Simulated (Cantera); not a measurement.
An isothermal, constant-pressure homogeneous reactor starts with H2 : O2 : H2O = 0.013 : 1 : 0.02 (molar parts), equivalence ratio 0.0065, at 1075 K and 0.0345 atm.

Model: the H2/O2 subset of GRI-Mech 3.0, which has no nitrogen chemistry, integrated in Cantera. Radical loss at walls, strong at low pressure, is not modelled.

x: mole fraction; the columns are a selection and need not sum to one.

```tsv
t (s)	x H2	x O2	x H2O	x HO2	x H2O2
7.00e-5	0.0126	0.968	0.0194	1.49e-10	<1e-12
0.000146	0.0126	0.968	0.0194	3.14e-10	<1e-12
0.000305	0.0126	0.968	0.0194	6.67e-10	<1e-12
0.000637	0.0126	0.968	0.0194	1.50e-9	<1e-12
0.00133	0.0126	0.968	0.0194	5.76e-9	2.07e-12
0.00277	0.0125	0.968	0.0194	8.89e-7	3.22e-10
0.00579	0.000841	0.961	0.0300	8.75e-6	3.17e-7
0.0121	8.93e-5	0.964	0.0316	5.39e-6	1.56e-7
0.0252	2.95e-5	0.967	0.0319	3.21e-6	1.34e-7
0.0527	(withheld)	0.967	0.0320	(withheld)	(withheld)
0.110	2.07e-6	0.968	0.0321	6.39e-7	6.32e-8
0.230	(withheld)	0.968	0.0321	(withheld)	(withheld)
0.479	1.53e-7	0.968	0.0321	8.51e-8	1.66e-8
1.00	4.89e-8	0.968	0.0321	3.19e-8	7.69e-9
```

**Question.** Some entries are withheld; supply them.

**Answer.** 
- 0.0527, x H2: 8.13e-6
- 0.0527, x HO2: 1.56e-6
- 0.0527, x H2O2: 1.00e-7
- 0.230, x H2: 5.38e-7
- 0.230, x HO2: 2.36e-7
- 0.230, x H2O2: 3.41e-8
